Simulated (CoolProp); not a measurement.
n-perfluoropentane along the isobar 1.19 MPa: density (kg/m³) from the reference equation and from simpler models built on Tc = 421.0 K, pc = 2.063 MPa, ω = 0.436; each cubic takes its own stable root.

Model: reference Helmholtz-energy equation of state, Gao 2022, in CoolProp.

```
T (K)   phase  reference
-----  ------  ---------
384.3  liquid       1239
397.1     gas      156.1
410       gas      138.8
422.9     gas      127.1
435.7     gas      118.4
448.6     gas      111.4
461.4     gas      105.6
474.3     gas      100.6
487.1     gas      96.22
500       gas      92.34
```

Task: How far does each simpler model (van der Waals, Soave-Redlich-Kwong, Peng-Robinson) lie from the reference over these 10 states: mean and median of the absolute difference, and the worst?

Result: 
- van der Waals: mean 11.6 %, median 1.8 %, worst -87.9 % at 384.3 K and 1.19 MPa
- Soave-Redlich-Kwong: mean 2.2 %, median 0.7 %, worst -13.4 % at 384.3 K and 1.19 MPa
- Peng-Robinson: mean 1.5 %, median 1.5 %, worst -1.9 % at 384.3 K and 1.19 MPa

At some of these states van der Waals gives the other phase, because its saturation line lies elsewhere.
